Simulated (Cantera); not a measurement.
A freely propagating, adiabatic, planar premixed flame of 24.2 % CO, 11.1 % H2, 13.6 % O2, 51.1 % N2, equivalence ratio 1.3, unburnt at 375 K and 0.133 bar; mixture-averaged transport, grid criteria slope 0.08 and curve 0.16, no radiation.

Detailed kinetics in Cantera: GRI-Mech 3.0 (53 species, 325 reactions). Burning velocities carry a grid error of a few per cent, more on coarse grids.

x: mole fraction of selected species; z is measured from the peak of heat release.

```csv
z (mm),T (K),u (m/s),x CO,x H2,x O2,x H2O,x HO2,x OH
-21.8,375,1.70,0.242,0.111,0.136,<1e-8,<1e-8,<1e-8
-14.5,375,1.70,0.242,0.111,0.136,<1e-8,<1e-8,<1e-8
-10.9,375,1.70,0.242,0.111,0.136,<1e-8,<1e-8,<1e-8
-7.27,375,1.70,0.242,0.111,0.136,<1e-8,<1e-8,<1e-8
-3.64,375,1.70,0.242,0.111,0.136,3.92e-6,8.20e-6,2.13e-8
-1.82,520,2.34,0.238,0.101,0.132,0.00405,6.82e-5,0.000281
0,996,4.39,0.213,0.0503,0.0997,0.0424,1.33e-5,0.00127
1.82,1323,5.73,0.156,0.0163,0.0464,0.0743,4.05e-6,0.00403
3.64,1468,6.25,0.124,0.0171,0.0319,0.0702,2.21e-6,0.00562
7.27,1601,6.73,0.115,0.0188,0.0267,0.0719,1.55e-6,0.00720
14.5,1735,7.22,0.118,0.0185,0.0249,…,…,…
29.1,1878,7.74,0.119,0.0173,0.0222,0.0882,9.32e-7,0.00953
58.2,2017,8.22,0.116,0.0156,0.0185,0.0957,6.73e-7,0.00974
```

What belongs in the gaps?


- 14.5, x H2O: 0.0800
- 14.5, x HO2: 1.24e-6
- 14.5, x OH: 0.00858
